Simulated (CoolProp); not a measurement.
Computed with CoolProp (reference Helmholtz-energy equation of state, Platzer 1990). This equation is an older, rougher fit.

**Question.** For R114, give the phase and the cv (kJ/(kg K)) at 135.75 °C and 83.6 kPa.

**Answer.** 
- 135.75 °C and 83.6 kPa: gas; cv 0.751
